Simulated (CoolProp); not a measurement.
Saturation properties of C2F6 (R116) (Tc = 19.9 °C, pc = 3.048 MPa, ω = 0.257).

The numbers come from the reference Helmholtz-energy equation of state, Lemmon 2006 in CoolProp. It is a short technical equation, of lower accuracy than the large ones.

```
T (°C)  p (MPa)  liquid density (kg/m³)  enthalpy of vaporisation (kJ/kg)  liquid cp (kJ/(kg K))  surface tension (mN/m)  liquid viscosity (µPa s)
------  -------  ----------------------  --------------------------------  ---------------------  ----------------------  ------------------------
-75.95   0.1135                    1595                             116.0                 0.9472                    10.8                       407
-70.85   0.1472                    1572                             113.8                 0.9607                    10.1                       371
-65.75   0.1880                    1549                             111.4                 0.9749                    9.38                       339
-60.65   0.2371                    1525                             108.9                 0.9901                    8.71                       311
-55.55   0.2953                    1500                             106.3                  1.006                    8.04                       285
-50.45   0.3637                    1474                             103.6                  1.024                    7.38                       262
-45.35   0.4434                    1447                             100.8                  1.043                    6.73                       241
-40.25   0.5355                    1420                             97.72                  1.064                    6.09                       222
-35.15   0.6411                    1391                             94.49                  1.088                    5.46                       203
-30.05   0.7615                    1361                             91.05                  1.114                    4.84                       187
-24.95   0.8980                    1329                             87.36                  1.145                    4.24                       171
-19.85    1.052                    1295                             83.36                  1.181                    3.65                       156
-14.75    1.224                    1259                             79.01                  1.225                    3.08                       142
```

It boils at -78.1 °C under 1 atm.

Viscosity comes from a separate model (Huber 2003), an estimate that may be off by 10 % or more. Surface tension comes from a separate correlation (Mulero 2012).
